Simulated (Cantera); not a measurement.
Input: 1 mol SiHCl₃, 0.0058 mol C₂H₄, 4.6 mol H₂, a varied amount of C₂H₂, held at 1748 K and 120 Torr.

These are equilibrium values from Cantera (NASA tables, ideal gas, pure condensed phases), not measurements of a reactor. Candidate condensed phases: C, C₆H₆, C₇H₈, C₈H₁₈, Si, SiC; 109 gas species. Mutual solubility and eutectic melting of coexisting phases are not modelled. Gases not in the tables: Si₂H₆ and higher silanes. Kinetics and transport are ignored.

### Question
Which condensed phases are stable at each of these points (n(C₂H₂) (mol)): 0.014, 0.02, 0.03, 0.044, 0.064, 0.093, 0.14, 0.2, 0.29, 0.42?

### Answer
```csv
n(C₂H₂) (mol),condensed phases,Si condensed (%)
0.014,Si(l) + SiC(s),7.5
0.02,Si(l) + SiC(s),7.5
0.03,Si(l) + SiC(s),7.6
0.044,SiC(s),10.0
0.064,SiC(s),14.0
0.093,SiC(s),19.8
0.14,SiC(s),29.2
0.2,SiC(s),41.2
0.29,SiC(s),59.1
0.42,SiC(s),85.1
```

From 0.014 mol C₂H₂ to 0.03 mol C₂H₂ the condensed part is Si(l) + SiC(s). From 0.044 mol C₂H₂ to 0.42 mol C₂H₂ the condensed part is SiC(s).
